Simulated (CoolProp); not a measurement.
Vapour-liquid equilibrium of n-butane (1) + trans-2-butene (2) at -41.85 °C; x and y are mole fractions of (1).

The numbers come from the multi-fluid Helmholtz-energy mixture model, Bücker 2006 and Lemmon 2005; pair parameters Bell 2016 in CoolProp.

```csv
x,bubble pressure (MPa),y at the bubble point,dew pressure at overall composition x (MPa),liquid density (mol/L)
0.05,0.01409,0.059,0.01406,11.93
0.125,___,0.144,0.01424,11.86
0.2,0.01444,0.223,0.01440,11.79
0.275,___,0.300,___,11.71
0.35,0.01470,0.374,___,11.64
0.425,0.01481,___,0.01478,11.57
0.5,0.01489,0.518,0.01487,11.51
0.575,0.01496,0.590,0.01495,11.44
0.65,0.01502,___,0.01501,___
0.725,0.01507,0.732,0.01507,11.31
0.8,0.01511,0.805,0.01511,11.24
0.875,0.01514,0.877,0.01514,11.18
0.95,0.01516,0.951,0.01516,11.12
```

Problem. Complete the blanks.

Solution. 
- 0.125, bubble pressure (MPa): 0.01428
- 0.275, bubble pressure (MPa): 0.01458
- 0.275, dew pressure at overall composition x (MPa): 0.01454
- 0.35, dew pressure at overall composition x (MPa): 0.01467
- 0.425, y at the bubble point: 0.446
- 0.65, y at the bubble point: 0.661
- 0.65, liquid density (mol/L): 11.37

No azeotrope shows between x = 0.05 and 0.95.

Pair parameters are fitted to limited data, so mixtures are less certain than the pure fluids.
